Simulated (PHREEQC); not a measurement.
Make-up at 25 °C: 0.032 mol HF, 0.0023 mol (CH3)4NF, 0.0019 mol (NH4)2SiF6 and 0.25 mol H2SO4 per kg of water. Closed to the air; pH follows from the charge balance.

Model: ion-association model, wateq4f.dat, run in PHREEQC.

This is a speciation only: nothing precipitates in the calculation.

**Question.** Order these F species by the share of F that they hold, largest first: H2F2, HF, SiF6-2, F-.

**Answer.** HF (64 %), SiF6-2 (25 %), H2F2 (11 %), F- (0.32 %)

The pH is 0.66 and the ionic strength 0.315 mol/kgw. (CH3)4N+ isn't in the database: it is added as a free cation with an ion size of 4 Å. wateq4f.dat counts part of the HF as a dimer, H2F2, which phreeqc.dat doesn't know; its constant is uncertain. SiF6-2 is the database's only silicon fluoride.
